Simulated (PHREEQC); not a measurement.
A solution holds 0.21 mol HF, 0.017 mol NH4F and 6.6e-05 mol H3PO4 per kg of water, at 20 °C. Closed to the air; pH follows from the charge balance.

Computed with PHREEQC (ion-association model, phreeqc.dat).

| quantity | before | after |
|---|---|---|
| pH | 2.01 | 2.00 |
| ionic strength (mol/kgw) | 0.0281 | 0.0526 |
| HF (mol/kgw) | 0.188 | 0.187 |
| F- (mol/kgw) | 0.0166 | 0.0169 |
| HF2- (mol/kgw) | 0.0115 | 0.0116 |

Problem. Which change was made?
(A) 0.024 mol/kgw NaCl added
(B) diluted 100-fold with water
(C) H3PO4 left out
(D) H3PO4 from 6.6e-05 to 0.00033 mol/kgw
(E) temperature from 20 to 90 °C

Solution. A, 0.024 mol/kgw NaCl added

This is a speciation only: nothing precipitates in the calculation.
